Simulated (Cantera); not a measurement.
Feed: 1 mol Si, 0.75 mol H2O, 1 mol H2, held at 1873.15 K and 5.90 bar.

Cantera equilibrium calculation (NASA polynomials, part measured and part estimated; ideal gas, pure solids and liquids). Candidate condensed phases: H2O, Si, SiO2; 18 gas species. Each liquid is taken as pure. Mutual solubility and eutectic melting of coexisting phases are not modelled. The tables hold silica as quartz up to 1696 K and as liquid above; real silica turns to tridymite and cristobalite and melts near 1996 K. Gases not in the tables: Si2H6 and higher silanes. Equilibrium is a limit: real reactors are often held back by kinetics, nucleation or transport.

Base state: H2 0.984, SiO 0.0159, H 0.000264, H2O 9.06e-5, SiH2 4.83e-5 (mole fractions); condensed: Si(l) + SiO2(condensed).

Task: What changes in the equilibrium state with this change: pressure from 5.90 bar to 0.700 bar?

Result: 
| species | before | after |
|---|---|---|
| H2 | 0.984 | 0.865 |
| SiO | 0.0159 | 0.134 |
| H | 0.000264 | 0.000718 |
| Si | 1.50e-6 | 1.26e-5 |
| SiH2 | 4.83e-5 | 4.25e-5 |
| Si(l), mol | 0.611 | 0.490 |
| SiO2(condensed), mol | 0.361 | 0.240 |
